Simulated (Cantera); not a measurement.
A Cantera script and its output.

```python
import numpy as np
import cantera as ct

gas = ct.Solution("gri30.yaml", transport_model="mixture-averaged")
show = ['CO2', 'H2O', 'CH3']

rows = []
print(f"{'T/K':>7s}{'rho':>11s}{'cp':>10s}{'mu':>11s}{'lambda':>11s}{'Pr':>7s}" + "".join(f"{'D_' + s:>11s}" for s in show))
for T in [400, 650, 900, 1150, 1400, 1650, 1900, 2150]:
    gas.TPX = T, 1000000, {'C3H8': 0.4, 'CH4': 0.49}
    Pr = gas.cp_mass * gas.viscosity / gas.thermal_conductivity
    D = [gas.mix_diff_coeffs_mole[gas.species_index(s)] for s in show]
    rows.append([gas.density, gas.cp_mass, gas.viscosity, gas.thermal_conductivity, Pr, *D])
    print(f"{T:7g}{gas.density:11.4e}{gas.cp_mass:10.1f}{gas.viscosity:11.4e}"
          f"{gas.thermal_conductivity:11.4e}{Pr:7.3f}" + "".join(f"{d:11.4e}" for d in D))
print("SI units: kg/m3, J/kg/K, Pa s, W/m/K, m2/s")
```

It prints:

```
    T/K        rho        cp         mu     lambda     Pr      D_CO2      D_H2O      D_CH3
    400 8.6150e+00    2254.9 1.2402e-05 4.0454e-02  0.691 1.9994e-06 2.8183e-06 2.8915e-06
    650 5.3015e+00    3204.1 1.8401e-05 8.3200e-02  0.709 4.8428e-06 7.1608e-06 6.8400e-06
    900 3.8289e+00    3916.2 2.3410e-05 1.2885e-01  0.711 8.5706e-06 1.3011e-05 1.1971e-05
   1150 2.9965e+00    4431.7 2.7814e-05 1.7379e-01  0.709 1.3062e-05 2.0138e-05 1.8136e-05
   1400 2.4614e+00    4814.3 3.1807e-05 2.1692e-01  0.706 1.8242e-05 2.8397e-05 2.5241e-05
   1650 2.0885e+00    5112.2 3.5504e-05 2.5789e-01  0.704 2.4060e-05 3.7692e-05 3.3221e-05
   1900 1.8137e+00    5341.9 3.8976e-05 2.9666e-01  0.702 3.0480e-05 4.7957e-05 4.2027e-05
   2150 1.6028e+00    5517.9 4.2271e-05 3.3329e-01  0.700 3.7474e-05 5.9142e-05 5.1621e-05
SI units: kg/m3, J/kg/K, Pa s, W/m/K, m2/s
```

Computed with Cantera and GRI-Mech 3.0 (53 species, 325 reactions). The composition is frozen, though it would react at the higher temperatures.
